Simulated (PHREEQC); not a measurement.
## Alkaline etch or developer: speciation

Dissolve 0.0072 mol LiOH per kg of water at 25 °C. Closed to the air; pH follows from the charge balance.

The numbers come from PHREEQC with the ion-association model, wateq4f.dat.

Precipitation was switched off in this run.

Problem. What pH does the model give?

Solution. pH 11.82.

Complexes and solids missing from the database can't appear.
